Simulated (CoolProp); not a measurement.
CH2F2 (R32) along the isotherm 435 K: Z from the reference equation and from simpler models built on Tc = 351.3 K, pc = 5.783 MPa, ω = 0.277; each cubic takes its own stable root.

Values from CoolProp's reference Helmholtz-energy equation of state, Tillner-Roth 1997.

```
p (MPa)  phase  reference
-------  -----  ---------
0.193      gas     0.9941
0.386      gas     0.9881
0.578      gas     0.9822
0.771      gas     0.9762
0.964      gas     0.9702
1.16       gas     0.9641
1.35       gas     0.9581
1.54       gas     0.9522
1.73       gas     0.9462
1.93       gas     0.9399
2.12       gas     0.9339
2.31       gas     0.9279
2.51       gas     0.9215
2.7        gas     0.9155
2.89       gas     0.9094
```

Q: How far does each simpler model (van der Waals, Redlich-Kwong, Peng-Robinson) lie from the reference over these 15 states: mean and median of the absolute difference, and the worst?

A: 
- van der Waals: mean 0.1 %, median 0.0 %, worst -0.2 % at 435 K and 2.89 MPa
- Redlich-Kwong: mean 0.1 %, median 0.1 %, worst -0.2 % at 435 K and 2.89 MPa
- Peng-Robinson: mean 0.1 %, median 0.1 %, worst -0.2 % at 435 K and 2.31 MPa
